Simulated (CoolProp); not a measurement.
Methanol along the isotherm 80.15 °C: density (kg/m³) from the reference equation and from simpler models built on Tc = 240.2 °C, pc = 8.216 MPa, ω = 0.565; each cubic takes its own stable root.

The numbers come from the reference Helmholtz-energy equation of state, de Reuck 1993 in CoolProp.

```
p (MPa)   phase  reference
-------  ------  ---------
0.039       gas     0.4295
0.08        gas     0.8915
0.164       gas      1.898
0.337    liquid      732.6
0.693    liquid      733.1
1.42     liquid      734.1
2.92     liquid      736.2
6        liquid      740.2
12.3     liquid      747.8
```

Problem. How far does each simpler model (van der Waals, Redlich-Kwong) lie from the reference over these 9 states: mean and median of the absolute difference, and the worst?

Solution. 
- van der Waals: mean 50.5 %, median 50.9 %, worst -99.5 % at 80.15 °C and 0.337 MPa
- Redlich-Kwong: mean 27.9 %, median 29.2 %, worst -99.5 % at 80.15 °C and 0.337 MPa

At some of these states van der Waals, Redlich-Kwong gives the other phase, because its saturation line lies elsewhere.
